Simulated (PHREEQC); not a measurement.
Solution (25 °C): 0.04 mol KH2PO4 per kg of water. Closed to the air; pH follows from the charge balance.

Model: ion-association model, wateq4f.dat, run in PHREEQC.

No solid was allowed to form.

Task: Predict the pH, ionic strength.

Result: pH 4.57; ionic strength 0.0402 mol/kgw.

Complexes and solids missing from the database can't appear. H3PO4, which wateq4f.dat lacks, is added to it with the constant of phreeqc.dat.
